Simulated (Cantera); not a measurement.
Input: 1 mol Si, 1.1 mol H2, equilibrated at 1700 K and 0.133 bar.

Cantera equilibrium calculation (NASA polynomials, part measured and part estimated; ideal gas, pure solids and liquids). Candidate condensed phases: Si; 9 gas species. Gases not in the tables: Si2H6 and higher silanes. The numbers say what is thermodynamically allowed, not how fast it happens.

**Question.** What is the equilibrium state?

**Answer.** 
```json
{
  "x(H2)": "1.000",
  "x(H)": "0.000403",
  "x(SiH2)": "1.42e-5",
  "x(Si)": "5.09e-6",
  "x(SiH)": "2.87e-6",
  "n(Si(l))": "1.000 mol",
  "gas_amount": "1.100 mol"
}
```
